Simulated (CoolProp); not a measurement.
A single-stage vapour-compression cycle with n-perfluoropentane: evaporating at 270.15 K (dew point), condensing at 325.15 K (bubble point), superheat 8 K, subcooling 0 K, compressor efficiency 0.85, no pressure losses. Each further row changes one setting.

Computed with CoolProp (reference Helmholtz-energy equation of state, Gao 2022).

| case | cooling COP | pressure ratio | discharge temperature (K) | refrigerating effect (kJ/kg) | volumetric capacity (kJ/m³) |
|---|---|---|---|---|---|
| as stated | 2.53 | 8.35 | 325.1 | 48.1 | 159 |
| evaporating temperature 275.15 K | 3.03 | 6.60 | 325.1 | 51.8 | 214 |
| condensing temperature 320.15 K | 3.02 | 7.14 | 320.2 | 53.6 | 177 |
| subcooling 5 K | 2.82 | 8.35 | 325.1 | 53.6 | 177 |
| superheat 18 K | 2.75 | 8.35 | 325.1 | 55.9 | 178 |
| compressor efficiency 0.75 | 2.23 | 8.35 | 325.1 | 48.1 | 159 |

The compression ends wet for: as stated; evaporating temperature 275.15 K; condensing temperature 320.15 K; subcooling 5 K; superheat 18 K; compressor efficiency 0.75.
